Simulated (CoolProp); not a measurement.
Vapour-liquid equilibrium of hydrogen sulfide (1) + propane (2) at 250.5 K; x and y are mole fractions of (1).

Values from CoolProp's multi-fluid Helmholtz-energy mixture model, Lemmon 2006 and Lemmon 2009; pair parameters Kunz 2012.

Give the bubble pressure and the first vapour's composition at x = 0.575, 0.65, 0.95. Is there an azeotrope?

x = 0.575: 0.5156 MPa, y = 0.718; x = 0.65: 0.5241 MPa, y = 0.743; x = 0.95: 0.5171 MPa, y = 0.922. y crosses x between x = 0.8 and 0.875: the model has an azeotrope there.

The pair parameters rest on a limited set of measurements; away from them the model extrapolates.
